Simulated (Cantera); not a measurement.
Feed: 1 mol SiC, 0.021 mol Si, 0.35 mol H2, held at 0.133 bar.

Equilibrium computed with Cantera from the NASA thermochemical tables; the gas is ideal and each condensed phase is pure. Candidate condensed phases: C, C6H6, C7H8, C8H18, Si, SiC; 87 gas species. Mutual solubility and eutectic melting of coexisting phases are not modelled. Gases not in the tables: Si2H6 and higher silanes. Rates play no part.

Over these rows the condensed part is Si(l) + SiC(s). Partial pressures as log10 of bar:

| T (K) | 1000/T (1/K) | log p SiC2 | log p H2 | log p H | log p Si |
|---|---|---|---|---|---|
| 2273 | 0.4399 | -5.79 | -0.89 | -2.52 | -3.14 |
| 2323 | 0.4305 | -5.40 | -0.89 | -2.41 | -2.94 |
| 2373 | 0.4214 | -5.03 | -0.90 | -2.30 | -2.76 |
| 2423 | 0.4127 | ? | -0.91 | -2.21 | -2.58 |
| 2473 | 0.4044 | -4.33 | -0.92 | -2.11 | -2.41 |
| 2523 | 0.3964 | -4.00 | -0.93 | -2.02 | -2.25 |

### Question
Fit log p(SiC2) = a + b·(1000/T) to the five rows, give the apparent enthalpy, and predict the row at 2423 K.

### Answer
Means: 1000/T = 0.4185, log p = -4.910. Sxy = -0.053349, Sxx = 0.0012976, so b = -41.11 and a = -4.910 − (-41.11)×0.4185 = 12.30.
Apparent enthalpy: −19.145 × (-41.11) = 787 kJ/mol. The condensed phases alone fix this pressure, through 2 SiC(s) = SiC2(g) + Si(l), so the slope is that reaction's ΔH° and the other gases don't enter. The five rows lie within 0.01 of the line.
Prediction at 2423 K: 12.30 + (-41.11)×0.4127 = -4.67. The computed value is -4.67, 0.00 from the line.
